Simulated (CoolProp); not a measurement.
Vapour-liquid equilibrium of hydrogen sulfide (1) + n-hexane (2) at 299.5 K; x and y are mole fractions of (1).

Values from CoolProp's multi-fluid Helmholtz-energy mixture model, Lemmon 2006 and Thol 2019; pair parameters Kunz 2012.

```tsv
x	bubble pressure (MPa)	y at the bubble point	dew pressure at overall composition x (MPa)	liquid density (mol/L)
0.05	0.1667	0.871	0.02251	7.573
0.125	0.3934	0.946	0.02447	7.682
0.2	0.6033	0.965	0.02678	7.924
0.275	0.7843	0.973	0.02958	8.290
0.35	0.9371	0.978	0.03302	8.782
0.425	1.069	0.981	0.03734	9.413
0.5	1.187	0.984	0.04295	10.20
0.575	1.301	0.986	0.05053	11.17
0.65	1.417	0.988	0.06135	12.37
0.725	1.538	0.990	0.07805	13.84
0.8	1.669	0.992	0.1073	15.65
0.875	1.810	0.995	0.1714	17.87
0.95	1.966	0.998	0.4274	20.56
```

No azeotrope shows between x = 0.05 and 0.95.

Pair parameters are fitted to limited data, so mixtures are less certain than the pure fluids. The gap from Raoult's law changes sign with composition, which may be real or a fault of the pair parameters; it wasn't checked against measurements.
